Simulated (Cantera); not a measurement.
**Adiabatic ignition**

An adiabatic, constant-pressure homogeneous reactor starts with 5.10 % CH4, 17.3 % O2, 64.8 % N2, 12.8 % H2O, equivalence ratio 0.59, at 1748 K and 760 Torr.

Model: GRI-Mech 3.0 (53 species, 325 reactions), integrated in Cantera.

```json
[
 {"t (s)": "5.00e-6", "T (K)": "1748", "x CH4": "0.0510", "x O2": "0.173", "x H2O": "0.128", "x H2O2": "9.24e-8", "x C2H4": "3.21e-9"},
 {"t (s)": "1.28e-5", "T (K)": "1748", "x CH4": "0.0510", "x O2": "0.173", "x H2O": "0.128", "x H2O2": "1.84e-7", "x C2H4": "9.09e-8"},
 {"t (s)": "3.27e-5", "T (K)": "1748", "x CH4": "0.0507", "x O2": "0.173", "x H2O": "0.128", "x H2O2": "3.03e-7", "x C2H4": "2.60e-6"},
 {"t (s)": "8.36e-5", "T (K)": "1751", "x CH4": "0.0486", "x O2": "0.172", "x H2O": "0.129", "x H2O2": "1.15e-6", "x C2H4": "0.000114"},
 {"t (s)": "0.000214", "T (K)": "2383", "x CH4": "<1e-12", "x O2": "0.0721", "x H2O": "0.198", "x H2O2": "2.85e-7", "x C2H4": "<1e-12"},
 {"t (s)": "0.000547", "T (K)": "2537", "x CH4": "<1e-12", "x O2": "0.0700", "x H2O": "0.210", "x H2O2": "4.22e-7", "x C2H4": "<1e-12"},
 {"t (s)": "0.00140", "T (K)": "2538", "x CH4": "<1e-12", "x O2": "0.0695", "x H2O": "0.210", "x H2O2": "4.27e-7", "x C2H4": "<1e-12"},
 {"t (s)": "0.00358", "T (K)": "2536", "x CH4": "<1e-12", "x O2": "0.0685", "x H2O": "0.211", "x H2O2": "4.22e-7", "x C2H4": "<1e-12"},
 {"t (s)": "0.00914", "T (K)": "2531", "x CH4": "<1e-12", "x O2": "0.0667", "x H2O": "0.211", "x H2O2": "4.13e-7", "x C2H4": "<1e-12"},
 {"t (s)": "0.0234", "T (K)": "2526", "x CH4": "<1e-12", "x O2": "0.0649", "x H2O": "0.211", "x H2O2": "4.04e-7", "x C2H4": "<1e-12"},
 {"t (s)": "0.0598", "T (K)": "2525", "x CH4": "<1e-12", "x O2": "0.0645", "x H2O": "0.211", "x H2O2": "4.02e-7", "x C2H4": "<1e-12"},
 {"t (s)": "0.153", "T (K)": "2525", "x CH4": "<1e-12", "x O2": "0.0645", "x H2O": "0.211", "x H2O2": "4.02e-7", "x C2H4": "<1e-12"},
 {"t (s)": "0.391", "T (K)": "2525", "x CH4": "<1e-12", "x O2": "0.0645", "x H2O": "0.211", "x H2O2": "4.02e-7", "x C2H4": "<1e-12"},
 {"t (s)": "1.00", "T (K)": "2525", "x CH4": "<1e-12", "x O2": "0.0645", "x H2O": "0.211", "x H2O2": "4.02e-7", "x C2H4": "<1e-12"}
]
```
x: mole fraction; the columns are a selection and need not sum to one.

```
Item                                                              Result
---------------------------------  -------------------------------------
time of steepest temperature rise                               0.148 ms
temperature at 1.00 s                                             2525 K
equilibrium temperature                                           2525 K
x(CH4) at 1.00 s                   <1e-12 (gas-phase equilibrium <1e-12)
x(O2) at 1.00 s                    0.0645 (gas-phase equilibrium 0.0645)
x(H2O) at 1.00 s                     0.211 (gas-phase equilibrium 0.211)
```
